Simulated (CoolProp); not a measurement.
Vapour-liquid equilibrium of carbon dioxide (1) + dimethyl ether (2) at 5.25 °C; x and y are mole fractions of (1).

The numbers come from the multi-fluid Helmholtz-energy mixture model, Span 1996 and Wu 2011; pair parameters Bell 2016 in CoolProp.

### Question
Give the bubble pressure and the first vapour's composition at x = 0.15, 0.35, 0.95. Is there an azeotrope?

### Answer
x = 0.15: 676.6 kPa, y = 0.568; x = 0.35: 1255 kPa, y = 0.803; x = 0.95: 3721 kPa, y = 0.991. No azeotrope shows between x = 0.05 and 0.95.

The pair parameters rest on a limited set of measurements; away from them the model extrapolates.
